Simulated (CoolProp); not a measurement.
Saturated liquid density (kg/m³) of CH3F (R41): the reference equation beside estimates from Tc = 317.3 K, pc = 5906 kPa, ω = 0.200. Rackett uses Z = 0.29056 − 0.08775 ω.

The numbers come from the reference Helmholtz-energy equation of state, Lemmon 2006 in CoolProp. It is a short technical equation, of lower accuracy than the large ones.

| T (K) | reference | Rackett | van der Waals | Redlich-Kwong | Soave-Redlich-Kwong | Peng-Robinson |
|---|---|---|---|---|---|---|
| 211.9 | 844.3 | 720.0 | 446.7 | 651.4 | 669.3 | 757.3 |
| 219.7 | 826.6 | 705.3 | 437.7 | 635.6 | 654.4 | 740.9 |
| 227.5 | 808.1 | 690.1 | 428.3 | 618.8 | 638.4 | 723.3 |
| 235.3 | 788.9 | 674.3 | 418.5 | 601.2 | 621.4 | 704.5 |
| 243.1 | 768.8 | 657.8 | 408.0 | 582.5 | 603.2 | 684.2 |
| 250.9 | 747.6 | 640.4 | 397.0 | 562.7 | 583.6 | 662.2 |
| 258.7 | 725.0 | 622.0 | 385.3 | 541.5 | 562.4 | 638.3 |
| 266.5 | 700.9 | 602.4 | 372.6 | 518.7 | 539.4 | 612.1 |
| 274.3 | 674.8 | 581.2 | 359.0 | 494.1 | 514.2 | 583.2 |
| 282.1 | 646.1 | 558.0 | 343.9 | 467.2 | 486.3 | 550.9 |
| 289.9 | 613.8 | 531.9 | 327.1 | 437.1 | 454.7 | 514.2 |
| 297.7 | 576.3 | 501.5 | 307.6 | 402.8 | 418.2 | 471.4 |

Absolute difference from the reference over all 12 rows, mean and median: Rackett 14.1 and 14.3 %, van der Waals 46.9 and 46.9 %, Redlich-Kwong 25.6 and 25.0 %, Soave-Redlich-Kwong 22.9 and 22.2 %, Peng-Robinson 12.6 and 11.7 %.
